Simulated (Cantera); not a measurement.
Input: 1 mol n-butane, 7.2 mol H₂, equilibrated at 1877 °C and 0.100 bar.

These are equilibrium values from Cantera (NASA tables, ideal gas, pure condensed phases), not measurements of a reactor. Equilibrium is a limit: real reactors are often held back by kinetics, nucleation or transport.

| species | before | after |
|---|---|---|
| H₂ | 0.985 | 0.749 |
| H | 0.0132 | 0.224 |
| C₂H₂ (acetylene) | 0.00191 | 0.0250 |
| C₃ | 8.57e-9 | 0.000316 |
| C₂ | <1e-9 | 3.08e-5 |
| C | 6.15e-9 | 6.59e-5 |
| CH | 6.17e-9 | 1.15e-5 |
| C₂H | 7.70e-7 | 0.000943 |
| C₄H₂ | 1.50e-6 | 0.000347 |
| C(graphite), mol | 3.95 | 3.25 |
Gas species are given as mole fractions.

Question: Which change was made?
A) temperature from 1877 °C to 1077 °C
B) pressure from 0.100 bar to 0.960 bar
C) temperature from 1877 °C to 2527 °C
D) temperature from 1877 °C to 1950 °C

Answer: C, temperature from 1877 °C to 2527 °C
